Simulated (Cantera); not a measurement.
# Counterflow diffusion flame

A counterflow diffusion flame at 0.530 bar, nozzles 20 mm apart: fuel side 100 % H2 at 450 K, oxidiser side 20.0 % O2, 80.0 % N2 at 750 K, fuel mass flux 0.32 times the oxidiser's; mixture-averaged transport, no radiation.

Model: the H2/O2 subset of GRI-Mech 3.0, which has no nitrogen chemistry, integrated in Cantera. The maximum strain rate includes the flame's own expansion and is several times the mean.

```json
[
 {"oxidiser flux (kg/m²/s)": "0.32", "max strain (1/s)": "960", "mean strain (1/s)": "245", "T max (K)": "2279", "peak x OH": "0.0223", "peak x H": "0.0317", "peak x H2O": "0.249", "peak x HO2": "4.49e-5"},
 {"oxidiser flux (kg/m²/s)": "0.46", "max strain (1/s)": "1360", "mean strain (1/s)": "352", "T max (K)": "2218", "peak x OH": "0.0221", "peak x H": "0.0356", "peak x H2O": "0.247", "peak x HO2": "5.20e-5"},
 {"oxidiser flux (kg/m²/s)": "0.67", "max strain (1/s)": "1960", "mean strain (1/s)": "512", "T max (K)": "2145", "peak x OH": "0.0214", "peak x H": "0.0399", "peak x H2O": "0.244", "peak x HO2": "5.90e-5"},
 {"oxidiser flux (kg/m²/s)": "0.97", "max strain (1/s)": "2820", "mean strain (1/s)": "742", "T max (K)": "2069", "peak x OH": "0.0204", "peak x H": "0.0443", "peak x H2O": "0.241", "peak x HO2": "6.62e-5"},
 {"oxidiser flux (kg/m²/s)": "1.4", "max strain (1/s)": "4040", "mean strain (1/s)": "1070", "T max (K)": "1988", "peak x OH": "0.0190", "peak x H": "0.0484", "peak x H2O": "0.239", "peak x HO2": "7.26e-5"},
 {"oxidiser flux (kg/m²/s)": "2", "max strain (1/s)": "5730", "mean strain (1/s)": "1530", "T max (K)": "1917", "peak x OH": "0.0178", "peak x H": "0.0528", "peak x H2O": "0.236", "peak x HO2": "7.79e-5"},
 {"oxidiser flux (kg/m²/s)": "3", "max strain (1/s)": "8590", "mean strain (1/s)": "2290", "T max (K)": "1839", "peak x OH": "0.0165", "peak x H": "0.0583", "peak x H2O": "0.232", "peak x HO2": "8.38e-5"},
 {"oxidiser flux (kg/m²/s)": "4.3", "max strain (1/s)": "12300", "mean strain (1/s)": "3290", "T max (K)": "1760", "peak x OH": "0.0148", "peak x H": "0.0620", "peak x H2O": "0.228", "peak x HO2": "8.92e-5"},
 {"oxidiser flux (kg/m²/s)": "6.2", "max strain (1/s)": "17700", "mean strain (1/s)": "4740", "T max (K)": "1679", "peak x OH": "0.0131", "peak x H": "0.0653", "peak x H2O": "0.223", "peak x HO2": "9.42e-5"}
]
```
x: mole fraction; the columns are a selection and need not sum to one.
